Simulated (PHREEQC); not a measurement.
Consider water at 20 °C with 39 mmol/kgw Pb(NO3)2 and 4.1 mmol/kgw CuCl2. Closed to the air; pH follows from the charge balance.

Model: ion-association model, wateq4f.dat, run in PHREEQC.

- pH = 4.62
- ionic strength = 0.106 mol/kgw

| species | molality | activity | log γ |
|---|---|---|---|
| NO3- | 0.0683 | 0.0512 | -0.125 |
| Pb+2 | 0.0271 | 0.0100 | -0.432 |
| PbNO3+ | 0.00974 | 0.00760 | -0.108 |
| Cl- | 0.00607 | 0.00462 | -0.118 |
| Cu+2 | 0.00408 | 0.00162 | -0.401 |
| PbCl+ | 0.00209 | 0.00163 | -0.108 |
| H+ | 2.92e-5 | 2.40e-5 | -0.084 |
| CuCl+ | 2.05e-5 | 1.57e-5 | -0.115 |
| Pb2OH+3 | 1.71e-5 | 1.82e-6 | -0.972 |

Precipitation was switched off in this run. Species that the database lacks are ignored.
